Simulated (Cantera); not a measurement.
A closed system holds: 1 mol Si3H8, 0.16 mol HCl, 5.4 mol H2, at 0.0640 bar.

Cantera equilibrium calculation (NASA polynomials, part measured and part estimated; ideal gas, pure solids and liquids). Candidate condensed phases: Si; 19 gas species. The feed counts by its element totals alone. The tables' values for SiCl3, SiCl are old estimates; treat these amounts as uncertain. Gases not in the tables: Si2H6 and higher silanes. Rates play no part.

log p: log10 of the partial pressure in bar; n: condensed amount in mol.

```json
[
 {"T (K)": "1150", "log p H2": "-1.20", "log p HCl": "-3.04", "log p H": "[?]", "log p SiCl2": "-4.54", "n Si(s)": "2.99", "n Si(l)": "0"},
 {"T (K)": "1250", "log p H2": "-1.20", "log p HCl": "-3.01", "log p H": "[?]", "log p SiCl2": "-4.42", "n Si(s)": "2.99", "n Si(l)": "0"},
 {"T (K)": "1350", "log p H2": "-1.20", "log p HCl": "-3.01", "log p H": "[?]", "log p SiCl2": "-4.37", "n Si(s)": "2.99", "n Si(l)": "0"},
 {"T (K)": "1450", "log p H2": "-1.20", "log p HCl": "-3.01", "log p H": "[?]", "log p SiCl2": "-4.33", "n Si(s)": "2.99", "n Si(l)": "0"},
 {"T (K)": "1550", "log p H2": "-1.20", "log p HCl": "-3.01", "log p H": "[?]", "log p SiCl2": "-4.30", "n Si(s)": "2.99", "n Si(l)": "0"},
 {"T (K)": "1650", "log p H2": "-1.20", "log p HCl": "-3.02", "log p H": "[?]", "log p SiCl2": "-4.28", "n Si(s)": "2.99", "n Si(l)": "0"},
 {"T (K)": "1750", "log p H2": "-1.20", "log p HCl": "-3.01", "log p H": "[?]", "log p SiCl2": "-4.30", "n Si(s)": "0", "n Si(l)": "2.99"}
]
```

Q: Some entries are withheld; supply them.

A: 
- 1150, log p H: -7.73
- 1250, log p H: -6.92
- 1350, log p H: -6.22
- 1450, log p H: -5.62
- 1550, log p H: -5.10
- 1650, log p H: -4.64
- 1750, log p H: -4.23
